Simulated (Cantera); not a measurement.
**Thermodynamics of carbon deposition, reforming and gasification, feed C3H8 + O2 + N2**

Feed: 1 mol C3H8, 0.21 mol O2, 1.7 mol N2, held at 10.0 bar.

Cantera equilibrium calculation (NASA polynomials, part measured and part estimated; ideal gas, pure solids and liquids). Candidate condensed phases: C, C6H6, C7H8, C8H18, H2O; 136 gas species. Equilibrium is a limit: real reactors are often held back by kinetics, nucleation or transport.

From 1550 K to 2750 K the condensed part is C(graphite). The main C-bearing gas is CO throughout. The share of C in condensed phases is highest at 1750 K (84.8 %) and lowest at 2750 K (67.4 %).

```json
[
 {"T (K)": "1550", "x H2": "0.642", "x N2": "0.280", "x CO": "0.0687", "x HCN": "0.000630", "x C2H2 (acetylene)": "1.03e-5", "x H": "7.98e-6", "n C(graphite)": "2.53"},
 {"T (K)": "1650", "x H2": "0.645", "x N2": "0.279", "x CO": "0.0687", "x HCN": "0.00117", "x C2H2 (acetylene)": "2.94e-5", "x H": "2.31e-5", "n C(graphite)": "2.54"},
 {"T (K)": "1750", "x H2": "0.647", "x N2": "0.278", "x CO": "0.0687", "x HCN": "0.00203", "x C2H2 (acetylene)": "7.44e-5", "x H": "5.92e-5", "n C(graphite)": "2.54"},
 {"T (K)": "1850", "x H2": "0.648", "x N2": "0.277", "x CO": "0.0687", "x HCN": "0.00330", "x C2H2 (acetylene)": "0.000169", "x H": "0.000137", "n C(graphite)": "2.54"},
 {"T (K)": "1950", "x H2": "0.647", "x N2": "0.276", "x CO": "0.0687", "x HCN": "0.00509", "x C2H2 (acetylene)": "0.000354", "x H": "0.000292", "n C(graphite)": "2.53"},
 {"T (K)": "2050", "x H2": "0.646", "x N2": "0.274", "x CO": "0.0687", "x HCN": "0.00752", "x C2H2 (acetylene)": "0.000686", "x H": "0.000577", "n C(graphite)": "2.51"},
 {"T (K)": "2150", "x H2": "0.644", "x N2": "0.272", "x CO": "0.0687", "x HCN": "0.0107", "x C2H2 (acetylene)": "0.00125", "x H": "0.00107", "n C(graphite)": "2.49"},
 {"T (K)": "2250", "x H2": "0.640", "x N2": "0.270", "x CO": "0.0686", "x HCN": "0.0147", "x C2H2 (acetylene)": "0.00214", "x H": "0.00188", "n C(graphite)": "2.45"},
 {"T (K)": "2350", "x H2": "0.636", "x N2": "0.267", "x CO": "0.0686", "x HCN": "0.0196", "x C2H2 (acetylene)": "0.00351", "x H": "0.00314", "n C(graphite)": "2.40"},
 {"T (K)": "2450", "x H2": "0.629", "x N2": "0.263", "x CO": "0.0685", "x HCN": "0.0254", "x C2H2 (acetylene)": "0.00549", "x H": "0.00504", "n C(graphite)": "2.33"},
 {"T (K)": "2550", "x H2": "0.620", "x N2": "0.259", "x CO": "0.0684", "x HCN": "0.0321", "x C2H2 (acetylene)": "0.00824", "x H": "0.00777", "n C(graphite)": "2.25"},
 {"T (K)": "2650", "x H2": "0.609", "x N2": "0.254", "x CO": "0.0683", "x HCN": "0.0396", "x C2H2 (acetylene)": "0.0119", "x H": "0.0116", "n C(graphite)": "2.15"},
 {"T (K)": "2750", "x H2": "0.594", "x N2": "0.248", "x CO": "0.0681", "x HCN": "0.0479", "x C2H2 (acetylene)": "0.0167", "x H": "0.0167", "n C(graphite)": "2.02"}
]
```
x: gas mole fraction; n: condensed amount in mol.
